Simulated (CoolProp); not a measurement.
Vapour-liquid equilibrium of m-xylene (1) + n-undecane (2) at 137 kPa; x and y are mole fractions of (1).

The numbers come from the multi-fluid Helmholtz-energy mixture model, Zhou 2012 and Aleksandrov 2011; pair parameters Bell 2016 in CoolProp.

| x | bubble temperature, mixture model (K) | bubble temperature, Raoult's law (K) | y, mixture model | y, Raoult's law |
|---|---|---|---|---|
| 0.05 | 477.0 | 476.4 | 0.138 | 0.159 |
| 0.2 | 464.8 | 463.1 | 0.450 | 0.488 |
| 0.35 | 454.4 | 452.5 | 0.653 | 0.684 |
| 0.5 | 445.5 | 443.9 | 0.789 | 0.808 |
| 0.65 | 437.9 | 436.8 | 0.881 | 0.891 |
| 0.8 | 431.3 | 430.7 | 0.945 | 0.948 |
| 0.95 | 425.5 | 425.4 | 0.989 | 0.989 |

The largest gap from Raoult's law is +1.9 K in bubble temperature, at x = 0.35. No azeotrope shows between x = 0.05 and 0.95.

The pair parameters rest on a limited set of measurements; away from them the model extrapolates.
